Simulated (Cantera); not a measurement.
A Cantera script and what it prints.

```python
import numpy as np
import cantera as ct

gas_names = """
    H HO2 H2 H2O H2O2 O OH O2 O3 Ta TaO TaO2
""".split()
cond_names = """
    H2O(s) H2O(L) Ta(cr) Ta(L) Ta2O5(s) Ta2O5(L)
""".split()


# ... load() reads the species with a 1 bar reference pressure and builds the phases ...
atoms = {
    'Ta2O5': {'Ta': 2, 'O': 5},
    'H2': {'H': 2},
    'H2O': {'H': 2, 'O': 1},
}
top_T = {}  # K; cautious upper limits of use, not melting points


# ... equilibrate(T, P, feed) seeds the gas with the atoms and calls Mixture.equilibrate('TP', solver="vcs", rtol=1e-11, max_steps=5000) ...
results = []
feed = {'Ta2O5': 1, 'H2': 440, 'H2O': 0.1}  # mol
P = 10000  # Pa
for T in [998, 1073, 1148, 1223, 1298, 1373, 1448, 1523, 1598, 1673, 1748, 1823, 1898, 1973]:
    mix = equilibrate(T, P, feed)
    results.append((T, P, feed, dict(zip(mix.species_names, mix.species_moles))))
    x = sorted(zip(gas.X, gas.species_names), reverse=True)
    print(f"T = {T:g} K  P = {P:g} Pa  gas = {mix.phase_moles(0):.4g} mol")
    print("   x: " + "  ".join(f"{s} {v:.3e}" for v, s in x if v > 0.001))
    print("   condensed (mol): " + ("  ".join(f"{mix.phase(i).name} {mix.phase_moles(i):.4g}"
          for i in range(1, mix.n_phases) if mix.phase_moles(i) > 1e-12) or "none"))
```

Result:

```
T = 998 K  P = 10000 Pa  gas = 440.1 mol
   x: H2 9.998e-01
   condensed (mol): Ta2O5(s) 1
T = 1073 K  P = 10000 Pa  gas = 440.1 mol
   x: H2 9.998e-01
   condensed (mol): Ta2O5(s) 1
T = 1148 K  P = 10000 Pa  gas = 440.1 mol
   x: H2 9.998e-01
   condensed (mol): Ta2O5(s) 1
T = 1223 K  P = 10000 Pa  gas = 440.1 mol
   x: H2 9.998e-01
   condensed (mol): Ta2O5(s) 1
T = 1298 K  P = 10000 Pa  gas = 440.1 mol
   x: H2 9.998e-01
   condensed (mol): Ta2O5(s) 1
T = 1373 K  P = 10000 Pa  gas = 440.1 mol
   x: H2 9.998e-01
   condensed (mol): Ta2O5(s) 1
T = 1448 K  P = 10000 Pa  gas = 440.1 mol
   x: H2 9.997e-01
   condensed (mol): Ta2O5(s) 1
T = 1523 K  P = 10000 Pa  gas = 440.1 mol
   x: H2 9.997e-01
   condensed (mol): Ta2O5(s) 1
T = 1598 K  P = 10000 Pa  gas = 440.1 mol
   x: H2 9.996e-01
   condensed (mol): Ta2O5(s) 1
T = 1673 K  P = 10000 Pa  gas = 440.2 mol
   x: H2 9.993e-01
   condensed (mol): Ta(cr) 0.0172  Ta2O5(s) 0.9914
T = 1748 K  P = 10000 Pa  gas = 440.3 mol
   x: H2 9.988e-01
   condensed (mol): Ta(cr) 0.05032  Ta2O5(s) 0.9748
T = 1823 K  P = 10000 Pa  gas = 440.4 mol
   x: H2 9.979e-01  H 1.369e-03
   condensed (mol): Ta(cr) 0.09701  Ta2O5(s) 0.9514
T = 1898 K  P = 10000 Pa  gas = 440.6 mol
   x: H2 9.964e-01  H 2.467e-03  H2O 1.139e-03
   condensed (mol): Ta(cr) 0.1605  Ta2O5(s) 0.9193
T = 1973 K  P = 10000 Pa  gas = 441 mol
   x: H2 9.941e-01  H 4.254e-03  H2O 1.615e-03
   condensed (mol): Ta(cr) 0.2441  Ta2O5(s) 0.8762
```

These are equilibrium values from Cantera (NASA tables, ideal gas, pure condensed phases), not measurements of a reactor. Mutual solubility and eutectic melting of coexisting phases are not modelled. Condensed phases not in the tables: N, O or C dissolved in the metal.
